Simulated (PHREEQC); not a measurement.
Consider water at 25 °C with 0.014 mol/kgw KOH, 0.0011 mol/kgw Na2SiO3 and 0.15 mol/kgw (CH3)4NCl. It is in equilibrium with CO2 at log p = -3.4 (atm). Otherwise closed; pH follows from the charge balance.

Equilibrium calculation in PHREEQC: ion-association model, wateq4f.dat.

Each row changes one thing in this solution. No solid was allowed to form.

```csv
case,pH,ionic strength (mol/kgw),HCO3- (mol/kgw),CO3-2 (mol/kgw),H4SiO4 (mol/kgw),H3SiO4- (mol/kgw),SI of SiO2(a) (SiO2)
as made,9.18,0.168,0.0120,0.00195,0.000836,0.000264,-0.34
0.014 mol/kgw NH4HSO4 added,8.20,0.191,0.00127,2.25e-5,0.00106,3.60e-5,-0.24
KOH from 0.014 to 0.0126 mol/kgw,9.15,0.167,0.0111,0.00168,0.000850,0.000250,-0.34
temperature from 25 to 70 °C,9.33,0.169,0.00810,0.00323,0.000433,0.000664,-0.95
(CH3)4NCl from 0.15 to 0.3 mol/kgw,9.15,0.318,0.0117,0.00208,0.000829,0.000271,-0.33
```

Species that the database lacks are ignored. Some of these states are supersaturated (in Quartz (slow to form), Chalcedony (slow to form), for instance). (CH3)4N+ isn't in the database: it is added as a free cation with an ion size of 4 Å. Constants without temperature data keep their 25 °C values here.
